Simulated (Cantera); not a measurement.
# Equilibrium for silicates and aluminates: SiO2 + MgO + H2O

Feed: 1 mol SiO2, 0.29 mol MgO, 1.3 mol H2O, held at 2102 °C and 0.00133 bar.

Equilibrium computed with Cantera from the NASA thermochemical tables; the gas is ideal and each condensed phase is pure. Candidate condensed phases: H2O, Mg, MgO, Mg(OH)2, MgSiO3, Mg2SiO4, Si, SiO2; 24 gas species. The tables' values for SiO2, MgH are old estimates; treat these amounts as uncertain. Kinetics and transport are ignored.

```
Quantity                             Result
--------------------------------  ---------
x(SiO)                                0.259
x(H2O)                                0.220
x(O2)                                 0.154
x(H)                                 0.0849
x(O)                                 0.0814
x(Mg)                                0.0736
x(OH)                                0.0688
x(H2)                                0.0483
x(SiO2)                             0.00706
gas amount                        3.762 mol
log10 activity of Mg(l) (absent)      -6.00
log10 activity of Si(l) (absent)      -7.63
```
